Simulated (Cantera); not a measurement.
**Adiabatic ignition**

An adiabatic, constant-pressure homogeneous reactor starts with 8.09 % CH3OH, 18.1 % O2, 68.1 % N2, 5.50 % H2O, 0.218 % CO2, at 1775 K and 4.93 atm.

Model: GRI-Mech 3.0 (53 species, 325 reactions), integrated in Cantera. GRI-Mech 3.0 was tuned for natural gas; its chemistry of methanol as a main component is partial and can be far from experiment.

```csv
t (s),T (K),x CH3OH,x O2,x H2O,x HCO,x C2H6,x H
1.00e-5,2445,<1e-12,0.0681,0.167,1.62e-7,<1e-12,0.0107
3.48e-5,2754,<1e-12,0.0600,0.186,2.00e-8,<1e-12,0.00264
0.000121,2758,<1e-12,0.0591,0.186,1.89e-8,<1e-12,0.00253
0.000421,2752,<1e-12,0.0570,0.187,1.85e-8,<1e-12,0.00248
0.00146,2743,<1e-12,0.0538,0.187,1.79e-8,<1e-12,0.00239
0.00509,2741,<1e-12,0.0529,0.187,1.78e-8,<1e-12,0.00237
0.0177,2741,<1e-12,0.0529,0.187,1.78e-8,<1e-12,0.00237
0.0615,2741,<1e-12,0.0529,0.187,1.78e-8,<1e-12,0.00237
0.214,2741,<1e-12,0.0529,0.187,1.78e-8,<1e-12,0.00237
0.744,2741,<1e-12,0.0529,0.187,1.78e-8,<1e-12,0.00237
2.59,2741,<1e-12,0.0529,0.187,1.78e-8,<1e-12,0.00237
9.00,2741,<1e-12,0.0529,0.187,1.78e-8,<1e-12,0.00237
```
x: mole fraction; the columns are a selection and need not sum to one.

```
Item                                                              Result
---------------------------------  -------------------------------------
time of steepest temperature rise                                6.54 µs
temperature at 9.00 s                                             2741 K
equilibrium temperature                                           2741 K
x(CH3OH) at 9.00 s                 <1e-12 (gas-phase equilibrium <1e-12)
x(O2) at 9.00 s                    0.0529 (gas-phase equilibrium 0.0529)
x(H2O) at 9.00 s                     0.187 (gas-phase equilibrium 0.187)
```
